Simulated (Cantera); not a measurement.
An adiabatic, constant-pressure homogeneous reactor starts with CH4 : O2 : N2 = 1 : 1.11 : 4.18 (molar parts), equivalence ratio 1.8, at 1673 K and 1.70 bar. Integrator tolerance rtol = 1e-08.

Detailed kinetics in Cantera: GRI-Mech 3.0 (53 species, 325 reactions).

### Question
What does this change do: 0.014 parts C2H6 added?

### Answer
```json
[
 {"quantity": "time of steepest temperature rise", "before": "0.204 ms", "after": "0.136 ms"},
 {"quantity": "temperature at 3.00 s", "before": "2721 K", "after": "2705 K"},
 {"quantity": "equilibrium temperature", "before": "2721 K", "after": "2705 K"},
 {"quantity": "x(CH4) at 3.00 s", "before": "6.24e-12 (gas-phase equilibrium 7.08e-12)", "after": "8.31e-12 (gas-phase equilibrium 9.40e-12)"},
 {"quantity": "x(O2) at 3.00 s", "before": "0.000199 (gas-phase equilibrium 0.000199)", "after": "0.000147 (gas-phase equilibrium 0.000147)"},
 {"quantity": "x(C2H) at 3.00 s", "before": "<1e-12 (gas-phase equilibrium <1e-12)", "after": "<1e-12 (gas-phase equilibrium <1e-12)"},
 {"quantity": "x(H) at 3.00 s", "before": "0.0167 (gas-phase equilibrium 0.0167)", "after": "0.0161 (gas-phase equilibrium 0.0161)"},
 {"quantity": "x(C2H6) at 3.00 s", "before": "<1e-12 (gas-phase equilibrium <1e-12)", "after": "<1e-12 (gas-phase equilibrium <1e-12)"}
]
```

### Question
What does this change do: N2 4.18 to 8.5 parts?

### Answer
```csv
quantity,before,after
time of steepest temperature rise,0.204 ms,0.355 ms
temperature at 3.00 s,2721 K,2419 K
equilibrium temperature,2721 K,2419 K
x(CH4) at 3.00 s,6.24e-12 (gas-phase equilibrium 7.08e-12),5.39e-12 (gas-phase equilibrium 6.06e-12)
x(O2) at 3.00 s,0.000199 (gas-phase equilibrium 0.000199),1.20e-5 (gas-phase equilibrium 1.20e-5)
x(C2H) at 3.00 s,<1e-12 (gas-phase equilibrium <1e-12),<1e-12 (gas-phase equilibrium <1e-12)
x(H) at 3.00 s,0.0167 (gas-phase equilibrium 0.0167),0.00381 (gas-phase equilibrium 0.00381)
x(C2H6) at 3.00 s,<1e-12 (gas-phase equilibrium <1e-12),<1e-12 (gas-phase equilibrium <1e-12)
```
